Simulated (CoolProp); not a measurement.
The fluid at 298.15 K and 0.965 MPa flows at 3 m/s in a round tube of 1 mm bore and 0.25 µm roughness, fully developed (64/Re and Nu = 3.66 if laminar; Colebrook and Gnielinski if turbulent). The same conditions are run with several fluids, on thermodynamics alone (safety and materials aside).

Values from CoolProp's reference Helmholtz-energy equation of state of each fluid (n-hexane: Thol 2019; toluene: Lemmon 2006; isobutane: Bücker 2006; benzene: Thol 2012).

**Question.** Rank n-hexane, toluene, isobutane, benzene by Reynolds number, highest first.

**Answer.** isobutane (10800), n-hexane (6540), toluene (4650), benzene (4320)

```csv
fluid,Darcy friction factor,pressure drop (Pa/m),heat-transfer coefficient (W/(m² K)),mass flow (kg/h)
n-hexane,0.0350,103000,5840,5.56
toluene,0.0384,149000,4860,7.32
isobutane,0.0306,76100,6240,4.68
benzene,0.0393,154000,4900,7.42
```

Transport values come from each fluid's own correlations.
